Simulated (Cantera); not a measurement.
What does this Cantera script print?

```python
import numpy as np
import cantera as ct

gas_names = """
    CL CL2 H HCL H2 Pb PbCL PbCL2 PbCL4 Pb2
""".split()
cond_names = """
    Pb(cr) Pb(L) PbCL2(s) PbCL2(L)
""".split()


# ... load() reads the species with a 1 bar reference pressure and builds the phases ...
atoms = {
    'PbCl2': {'Pb': 1, 'CL': 2},
    'HCl': {'H': 1, 'CL': 1},
    'H2': {'H': 2},
}
top_T = {}  # K; cautious upper limits of use, not melting points


# ... equilibrate(T, P, feed) seeds the gas with the atoms and calls Mixture.equilibrate('TP', solver="vcs", rtol=1e-11, max_steps=5000) ...
results = []
feed = {'PbCl2': 1, 'HCl': 2.1, 'H2': 54}  # mol
P = 10000  # Pa
for T in [1175, 1275, 1375, 1475, 1575, 1675, 1775, 1875]:
    mix = equilibrate(T, P, feed)
    results.append((T, P, feed, dict(zip(mix.species_names, mix.species_moles))))
    x = sorted(zip(gas.X, gas.species_names), reverse=True)
    print(f"T = {T:g} K  P = {P:g} Pa  gas = {mix.phase_moles(0):.4g} mol")
    print("   x: " + "  ".join(f"{s} {v:.3e}" for v, s in x if v > 0.001))
    print("   condensed (mol): " + ("  ".join(f"{mix.phase(i).name} {mix.phase_moles(i):.4g}"
          for i in range(1, mix.n_phases) if mix.phase_moles(i) > 1e-12) or "none"))
```

It prints:

```
T = 1175 K  P = 10000 Pa  gas = 57.59 mol
   x: H2 9.266e-01  HCL 5.858e-02  PbCL 8.363e-03  Pb 4.354e-03  PbCL2 2.122e-03
   condensed (mol): Pb(L) 0.1453
T = 1275 K  P = 10000 Pa  gas = 57.81 mol
   x: H2 9.219e-01  HCL 6.077e-02  Pb 8.164e-03  PbCL 8.118e-03  PbCL2 1.017e-03
   condensed (mol): none
T = 1375 K  P = 10000 Pa  gas = 57.9 mol
   x: H2 9.189e-01  HCL 6.380e-02  Pb 1.069e-02  PbCL 6.155e-03
   condensed (mol): none
T = 1475 K  P = 10000 Pa  gas = 57.96 mol
   x: H2 9.168e-01  HCL 6.589e-02  Pb 1.259e-02  PbCL 4.476e-03
   condensed (mol): none
T = 1575 K  P = 10000 Pa  gas = 58.01 mol
   x: H2 9.153e-01  HCL 6.728e-02  Pb 1.393e-02  PbCL 3.224e-03
   condensed (mol): none
T = 1675 K  P = 10000 Pa  gas = 58.04 mol
   x: H2 9.142e-01  HCL 6.820e-02  Pb 1.485e-02  PbCL 2.342e-03
   condensed (mol): none
T = 1775 K  P = 10000 Pa  gas = 58.08 mol
   x: H2 9.131e-01  HCL 6.878e-02  Pb 1.547e-02  PbCL 1.728e-03
   condensed (mol): none
T = 1875 K  P = 10000 Pa  gas = 58.12 mol
   x: H2 9.116e-01  HCL 6.910e-02  Pb 1.589e-02  H 1.979e-03  PbCL 1.300e-03
   condensed (mol): none
```

Equilibrium computed with Cantera from the NASA thermochemical tables; the gas is ideal and each condensed phase is pure.
